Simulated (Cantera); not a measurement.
Feed: 1 mol Fe₃O₄, 0.87 mol H₂, 66 mol N₂, held at 1125 K and 1 atm.

Method: chemical equilibrium by Gibbs-energy minimisation in Cantera with the NASA 1993 tables (ideal gas, pure condensed phases). Candidate condensed phases: Fe, FeO, Fe(OH)₂, Fe(OH)₃, Fe₂O₃, Fe₃O₄, H₂O; 27 gas species. Mutual solubility and eutectic melting of coexisting phases are not modelled. The tables' stoichiometric FeO is somewhat more stable than real wüstite, so its field is too wide. FeO: taken at fixed stoichiometry. Equilibrium is a limit: real reactors are often held back by kinetics, nucleation or transport.

Base state: N₂ 0.987, H₂O 0.0124, H₂ 0.000620 (mole fractions); condensed: FeO(s) + Fe₃O₄(s).

### Question
What changes in the equilibrium state with this change: Fe₃O₄ replaced by Fe₂O₃?

### Answer
| species | before | after |
|---|---|---|
| N₂ | 0.987 | 0.987 |
| H₂O | 0.0124 | 0.0124 |
| H₂ | 0.000620 | 0.000620 |
| FeO(s), mol | 2.49 | 1.49 |
| Fe₃O₄(s), mol | 0.171 | 0.171 |
